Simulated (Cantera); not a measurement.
Input: 1 mol Cu, 0.0037 mol O2, 1.6 mol H2, 0.16 mol CO, at 8.30 mbar.

These are equilibrium values from Cantera (NASA tables, ideal gas, pure condensed phases), not measurements of a reactor. Candidate condensed phases: C, C6H6, C7H8, C8H18, Cu, CuO, Cu(OH)2, Cu2O, H2O; 113 gas species. The numbers say what is thermodynamically allowed, not how fast it happens.

Question: What share of the Cu ends up in condensed phases as a function of T (K), at 1100, 1200, 1300, 1400, 1500, 1600, 1700, 1800, 1900, 2000?

Answer: 
| T (K) | Cu condensed (%) | as |
|---|---|---|
| 1100 | 100.0 | Cu(s) |
| 1200 | 100.0 | Cu(s) |
| 1300 | 100.0 | Cu(s) |
| 1400 | 100.0 | Cu(l) |
| 1500 | 99.8 | Cu(l) |
| 1600 | 99.2 | Cu(l) |
| 1700 | 96.6 | Cu(l) |
| 1800 | 87.6 | Cu(l) |
| 1900 | 57.0 | Cu(l) |
| 2000 | 0.0 | - |
